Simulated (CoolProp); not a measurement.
n-undecane along the isobar 101 kPa: density (kg/m³) from the reference equation and from simpler models built on Tc = 365.7 °C, pc = 1990 kPa, ω = 0.539; each cubic takes its own stable root.

Values from CoolProp's reference Helmholtz-energy equation of state, Aleksandrov 2011. It is a short technical equation, of lower accuracy than the large ones.

| T (°C) | phase | reference |
|---|---|---|
| 131.25 | liquid | 654.4 |
| 149.25 | liquid | 639.7 |
| 167.15 | liquid | 624.7 |
| 185.15 | liquid | 609.0 |
| 203.15 | gas | 4.260 |
| 221.05 | gas | 4.064 |
| 239.05 | gas | 3.890 |
| 257.05 | gas | 3.733 |
| 274.95 | gas | 3.593 |
| 292.95 | gas | 3.463 |
| 310.95 | gas | 3.344 |
| 328.85 | gas | 3.235 |
| 346.85 | gas | 3.132 |

How far does each simpler model (Redlich-Kwong, Peng-Robinson) lie from the reference over these 13 states: mean and median of the absolute difference, and the worst?


- Redlich-Kwong: mean 25.3 %, median 1.4 %, worst -99.3 % at 185.15 °C and 101 kPa
- Peng-Robinson: mean 1.5 %, median 0.6 %, worst -4.3 % at 131.25 °C and 101 kPa

At some of these states Redlich-Kwong gives the other phase, because its saturation line lies elsewhere.
